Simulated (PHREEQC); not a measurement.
Na2SO4 is added in steps, without added water, to 1 kg of water holding 25 mmol/kgw Cs2CO3 and 0.13 mmol/kgw NiSO4, at 25 °C. Oxygen is held at 0.21 atm. No CO2 enters from the air. The run lets Ni(OH)2, NiCO3, Ni4(OH)6SO4, Mirabilite, Morenosite, Nahcolite, Natron precipitate or redissolve, and no other solid.

Base run: PHREEQC, ion-association model, wateq4f.dat. Each further column changes one thing. The table gives NaCO3- (mol/kgw).

```
Na2SO4 added (mol)     base  Davies equation for every ion  all activity coefficients set to 1  Debye-Hückel limiting law
------------------  -------  -----------------------------  ----------------------------------  -------------------------
0                         0                              0                                   0                          0
0.0125              0.00305                        0.00299                             0.00579                    0.00196
0.02187             0.00466                        0.00459                             0.00863                    0.00280
0.03438             0.00629                        0.00624                              0.0113                    0.00350
0.04375             0.00726                        0.00724                              0.0127                    0.00382
0.05625             0.00832                        0.00837                              0.0141                    0.00408
0.06563             0.00899                        0.00910                              0.0150                    0.00419
0.07812             0.00977                        0.00997                              0.0159                    0.00425
0.0875               0.0103                         0.0105                              0.0165                    0.00426
0.1                  0.0109                         0.0112                              0.0171                    0.00423
```

The database's nickel carbonate constants are estimates that later reviews lower a good deal. The database's Ni(OH)2 is the aged solid; a fresh precipitate is more soluble.
